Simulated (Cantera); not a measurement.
Transport properties of process gases

Gas mixture: C2H4 : NH3 : H2 = 0.42 : 0.3 : 0.24 (molar parts), at 9.57 atm, frozen composition.

Cantera's kinetic-theory transport with the Lennard-Jones parameters of GRI-Mech 3.0, ideal gas; thermal conductivity in the mixture-averaged form. Polar gases are described roughly by these parameters. The composition is frozen, though it would react at the higher temperatures.

```
T (K)  ρ (kg/m³)  cp (J/kg/K)  μ (µPa s)  λ (mW/m/K)     Pr  D (cm²/s) NH3  D (cm²/s) O  D (cm²/s) H2O
-----  ---------  -----------  ---------  ----------  -----  -------------  -----------  -------------
400         5.28         2344       13.9        66.6  0.488         0.0409       0.0614         0.0405
600         3.52         2902       20.0         106  0.546         0.0889        0.126         0.0900
800         2.64         3322       25.5         147  0.574          0.151        0.206          0.156
1000        2.11         3667       30.4         188  0.592          0.225        0.300          0.235
1200        1.76         3939       34.9         229  0.602          0.310        0.408          0.328
1400        1.51         4159       39.1         268  0.607          0.406        0.529          0.432
1600        1.32         4337       43.0         306  0.610          0.510        0.661          0.546
```
D: mixture-averaged diffusion coefficient of that species in the mixture.
